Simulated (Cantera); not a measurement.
Cantera with NASA thermochemical tables; ideal gases at 1 bar, condensed phases pure. Values are per mole of reaction as written; species without (g) are pure solids or liquids, kept so even where they would boil at 1 bar.

**Question.** Between 775 and 2275 K, where is each reaction favourable under standard conditions?
- 2 NaCl(g) → 2 Na(g) + Cl2(g)

**Answer.** 
- 2 NaCl(g) → 2 Na(g) + Cl2(g): ΔG° is 521 kJ at 775 K and 407 kJ at 2275 K; it stays positive (K < 1). ΔH° is 583 kJ and ΔS° 77 J/K at 2275 K.
